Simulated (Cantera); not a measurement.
An isothermal, constant-pressure homogeneous reactor starts with NH3 : N2 = 1 : 0.25 (molar parts), at 1200 K and 158 Torr. Integrator tolerance rtol = 1e-08.

Model: the gas-phase N/H chemistry of the illustrative SiF4/NH3 mechanism in the Surface Chemkin manual (1991), integrated in Cantera. Walls and surfaces, which speed up NH3 decomposition in real reactors, are not modelled.

Task: What does this change do: temperature 1200 to 2175 K?

Result: 
| quantity | before | after |
|---|---|---|
| x(NH3) at 3.00 s | 0.800 (gas-phase equilibrium 1.24e-5) | 2.48e-6 (gas-phase equilibrium 9.96e-7) |
| x(N2H4) at 3.00 s | 2.10e-8 (gas-phase equilibrium <1e-12) | <1e-12 (gas-phase equilibrium <1e-12) |
| x(N) at 3.00 s | <1e-12 (gas-phase equilibrium <1e-12) | 2.87e-8 (gas-phase equilibrium 1.15e-8) |
| x(N2) at 3.00 s | 0.200 (gas-phase equilibrium 0.333) | 0.332 (gas-phase equilibrium 0.332) |
| x(NH) at 3.00 s | 5.84e-10 (gas-phase equilibrium <1e-12) | 3.43e-8 (gas-phase equilibrium 1.38e-8) |
| x(NH2) at 3.00 s | 1.85e-6 (gas-phase equilibrium 1.04e-11) | 1.01e-7 (gas-phase equilibrium 4.04e-8) |
| x(N2H2) at 3.00 s | 3.28e-8 (gas-phase equilibrium <1e-12) | <1e-12 (gas-phase equilibrium <1e-12) |
